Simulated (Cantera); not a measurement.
# Stirred combustor or abatement burner

A perfectly stirred reactor is fed with 8.90 % CH₄, 19.1 % O₂, 72.0 % N₂, at 100000 Pa; it is adiabatic with a 548 K inlet, and is followed from long to short residence time, starting on the burning branch (τ in s: 0.49, 0.21, 0.089, 0.038, 0.016, 0.0068, 0.0029, 0.0012, 0.00052, 0.00022, 9.5e-05, 4e-05).

Model: GRI-Mech 3.0 (53 species, 325 reactions), integrated in Cantera.

| τ (s) | T (K) | x CH₄ | x O₂ | x HO₂ | x NO | x C₂H₂ | x C₂H | x C₂H₆ |
|---|---|---|---|---|---|---|---|---|
| 0.49 | 2299 | 4.89e-7 | 0.0155 | 1.51e-6 | 0.00339 | 7.45e-12 | <1e-12 | <1e-12 |
| 0.21 | 2297 | 1.11e-6 | 0.0158 | 1.55e-6 | 0.00284 | 3.56e-11 | <1e-12 | <1e-12 |
| 0.089 | 2294 | 2.48e-6 | 0.0164 | 1.61e-6 | 0.00211 | 1.63e-10 | 1.33e-12 | <1e-12 |
| 0.038 | 2285 | 5.30e-6 | 0.0172 | 1.72e-6 | 0.00139 | 6.39e-10 | 5.51e-12 | 3.35e-12 |
| 0.016 | 2265 | 1.08e-5 | 0.0184 | 1.92e-6 | 0.000849 | 2.06e-9 | 1.92e-11 | 1.36e-11 |
| 0.0068 | 2231 | 2.08e-5 | 0.0201 | 2.34e-6 | 0.000510 | 5.18e-9 | 5.25e-11 | 4.77e-11 |
| 0.0029 | 2182 | 3.88e-5 | 0.0223 | 3.14e-6 | 0.000303 | 1.12e-8 | 1.22e-10 | 1.55e-10 |
| 0.0012 | 2117 | 7.56e-5 | 0.0251 | 4.60e-6 | 0.000177 | 2.51e-8 | 2.82e-10 | 5.41e-10 |
| 0.00052 | 2047 | 0.000150 | 0.0281 | 6.78e-6 | 0.000108 | 6.05e-8 | 6.60e-10 | 1.97e-9 |
| 0.00022 | 1969 | 0.000329 | 0.0319 | 1.03e-5 | 6.44e-5 | 1.86e-7 | 1.82e-9 | 9.27e-9 |
| 9.5e-5 | 1885 | 0.000828 | 0.0378 | 1.73e-5 | 3.67e-5 | 8.08e-7 | 6.16e-9 | 6.49e-8 |
| 4.0e-5 | 548 | 0.0890 | 0.191 | <1e-12 | <1e-12 | <1e-12 | <1e-12 | <1e-12 |
x: mole fraction; the columns are a selection and need not sum to one.
